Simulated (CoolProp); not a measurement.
Values from CoolProp's reference Helmholtz-energy equation of state, Zhou 2011.

Task: For dimethyl carbonate, give the phase and the cp (kJ/(kg K)), fugacity coefficient at 325.1 K and 2600 kPa; 350.1 K and 2600 kPa.

Result: 
- 325.1 K and 2600 kPa: liquid; cp 1.87, fugacity coefficient 0.0104
- 350.1 K and 2600 kPa: liquid; cp 1.92, fugacity coefficient 0.0267
